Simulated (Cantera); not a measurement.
Cantera run:

```python
import numpy as np
import cantera as ct

gas_names = """
    C CO CO2 C2 C2O C3 C3O2 C4 C5 O O2 O3 Si SiC SiC2 SiO SiO2 Si2 Si2C Si3
""".split()
cond_names = """
    C(gr) Si(cr) Si(L) SiC(b) SiO2(Lqz) SiO2(hqz) SiO2(L)
""".split()


# ... load() reads the species with a 1 bar reference pressure and builds the phases ...
atoms = {
    'SiO2': {'Si': 1, 'O': 2},
    'C': {'C': 1},
    'CO': {'C': 1, 'O': 1},
}
top_T = {'C(gr)': 4500, 'SiC(b)': 3050}  # K; cautious upper limits of use, not melting points


# ... equilibrate(T, P, feed) seeds the gas with the atoms and calls Mixture.equilibrate('TP', solver="vcs", rtol=1e-11, max_steps=5000) ...
results = []
feed = {'SiO2': 1, 'C': 5.7, 'CO': 0.9}  # mol
T = 998.15  # K
P = 12000  # Pa
mix = equilibrate(T, P, feed)
results.append((T, P, feed, dict(zip(mix.species_names, mix.species_moles))))
x = sorted(zip(gas.X, gas.species_names), reverse=True)
print(f"T = {T:g} K  P = {P:g} Pa  gas = {mix.phase_moles(0):.4g} mol")
print("   x: " + "  ".join(f"{s} {v:.3e}" for v, s in x if v > 0.001))
print("   condensed (mol): " + ("  ".join(f"{mix.phase(i).name} {mix.phase_moles(i):.4g}"
      for i in range(1, mix.n_phases) if mix.phase_moles(i) > 1e-12) or "none"))
```

Result:

```
T = 998.15 K  P = 12000 Pa  gas = 0.8473 mol
   x: CO 9.378e-01  CO2 6.219e-02
   condensed (mol): C(gr) 5.753  SiO2(hqz) 1
```

Equilibrium computed with Cantera from the NASA thermochemical tables; the gas is ideal and each condensed phase is pure.
